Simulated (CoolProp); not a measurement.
Aqueous methanol as a coolant, at 16 °C, 1 atm.

Values from CoolProp's Melinder's fits for secondary coolants.

```tsv
mass %	freezing point (°C)	cp (kJ/(kg K))	density (kg/m³)	Prandtl number	viscosity (mPa s)
3	-1.7	4.209	993.6	8.89	1.21
11.3	-7.5	4.197	980.5	12.1	1.52
19.7	-14.8	4.109	968.6	15.4	1.80
28	-23.4	3.999	956.4	18.2	2.00
36.4	-33.7	3.866	943.1	20.1	2.08
44.7	-45.8	3.702	928.4	20.8	2.05
53	-59.7	3.506	912.3	20.3	1.93
```
